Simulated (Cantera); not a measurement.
Mixture: 6.30 % CH4, 0.630 % C2H6, 2.02 % C3H8, 11.3 % O2, 75.6 % N2, 4.16 % H2O, equivalence ratio 2.2, at 0.360 bar, adiabatic and at constant volume. Ignition delay is the time to a rise of 400 K.

Cantera simulation using GRI-Mech 3.0 (53 species, 325 reactions); the numbers are that mechanism's predictions, not measurements. GRI-Mech 3.0 was tuned for natural gas; its chemistry of propane as a main component is partial and can be far from experiment.

Task: Predict: delay at 1125 K; delay at 1325 K; delay at 1525 K; delay at 1725 K; delay at 1925 K; apparent activation energy between 1825 and 2025 K.

Result: 
```
Property                                                Value
--------------------------------------------------  ---------
delay at 1125 K                                       65.8 ms
delay at 1325 K                                       2.48 ms
delay at 1525 K                                      0.323 ms
delay at 1725 K                                       96.6 µs
delay at 1925 K                                       44.4 µs
apparent activation energy between 1825 and 2025 K  99 kJ/mol
```
